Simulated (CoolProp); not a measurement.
Model: reference Helmholtz-energy equation of state, Zhou 2012, in CoolProp.

### Question
For ethylbenzene, give the phase and the Z, cp (kJ/(kg K)), cv (kJ/(kg K)), speed of sound (m/s) at 620 K and 2720 kPa; 620 K and 4660 kPa; 620 K and 5050 kPa.

### Answer
- 620 K and 2720 kPa: gas; Z 0.661, cp 2.80, cv 2.32, speed of sound 149
- 620 K and 4660 kPa: supercritical; Z 0.213, cp 3.75, cv 2.36, speed of sound 190
- 620 K and 5050 kPa: supercritical; Z 0.224, cp 3.50, cv 2.35, speed of sound 215
